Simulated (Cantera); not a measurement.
Feed: 1 mol CuO, 0.79 mol CH4, 0.3 mol N2, held at 1798 K and 39.0 mbar.

Method: chemical equilibrium by Gibbs-energy minimisation in Cantera with the NASA 1993 tables (ideal gas, pure condensed phases). Candidate condensed phases: C, C6H6, C7H8, C8H18, Cu, CuO, Cu(OH)2, Cu2O, H2O; 139 gas species. Kinetics and transport are ignored.

Base state: H2 0.515, CO 0.282, N2 0.111, H2O 0.0678, Cu 0.0136, CO2 0.00974, H 0.00128, Cu2 2.58e-5 (mole fractions); condensed: Cu(l).

Task: What changes in the equilibrium state with this change: pressure from 39.0 mbar to 8.30 mbar?

Result: 
| species | before | after |
|---|---|---|
| H2 | 0.515 | 0.488 |
| CO | 0.282 | 0.267 |
| N2 | 0.111 | 0.105 |
| Cu | 0.0136 | 0.0637 |
| H2O | 0.0678 | 0.0643 |
| Cu2 | 2.58e-5 | 0.000121 |
| OH | 1.11e-5 | 2.34e-5 |
| Cu(l), mol | 0.963 | 0.817 |

Task: What changes in the equilibrium state with this change: CH4 from 0.79 to 5.6 mol?

Result: 
```csv
species,before,after
H2,0.515,0.882
CO,0.282,0.0788
N2,0.111,0.0232
H2O,0.0678,7.81e-7
Cu,0.0136,0.0136
CO2,0.00974,1.83e-8
C2H2 (acetylene),<1e-9,0.000152
"Cu(l), mol",0.963,0.827
"C(graphite), mol",0,4.58
```
